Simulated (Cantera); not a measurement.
An isothermal, constant-pressure homogeneous reactor starts with NO : N2 = 1 : 0.64 (molar parts), at 1700 K and 900 Torr. Integrator tolerance rtol = 1e-08.

Detailed kinetics in Cantera: GRI-Mech 3.0 (53 species, 325 reactions).

### Question
What does this change do: N2 0.64 to 3 parts?

### Answer
| quantity | before | after |
|---|---|---|
| x(NO) at 3.00 s | 0.431 (gas-phase equilibrium 0.00328) | 0.214 (gas-phase equilibrium 0.00236) |
| x(O) at 3.00 s | 1.26e-5 (gas-phase equilibrium 2.26e-5) | 5.87e-6 (gas-phase equilibrium 1.44e-5) |
| x(N2O) at 3.00 s | 7.23e-5 (gas-phase equilibrium 1.97e-7) | 1.81e-5 (gas-phase equilibrium 1.59e-7) |
| x(O2) at 3.00 s | 0.0884 (gas-phase equilibrium 0.303) | 0.0180 (gas-phase equilibrium 0.124) |
| x(N2) at 3.00 s | 0.479 (gas-phase equilibrium 0.693) | 0.768 (gas-phase equilibrium 0.874) |

### Question
What does this change do: 0.081 parts H2O added?

### Answer
| quantity | before | after |
|---|---|---|
| x(NO) at 3.00 s | 0.431 (gas-phase equilibrium 0.00328) | 0.416 (gas-phase equilibrium 0.00313) |
| x(O) at 3.00 s | 1.26e-5 (gas-phase equilibrium 2.26e-5) | 1.20e-5 (gas-phase equilibrium 2.21e-5) |
| x(N2O) at 3.00 s | 7.23e-5 (gas-phase equilibrium 1.97e-7) | 5.41e-5 (gas-phase equilibrium 1.83e-7) |
| x(O2) at 3.00 s | 0.0884 (gas-phase equilibrium 0.303) | 0.0816 (gas-phase equilibrium 0.289) |
| x(N2) at 3.00 s | 0.479 (gas-phase equilibrium 0.693) | 0.454 (gas-phase equilibrium 0.661) |
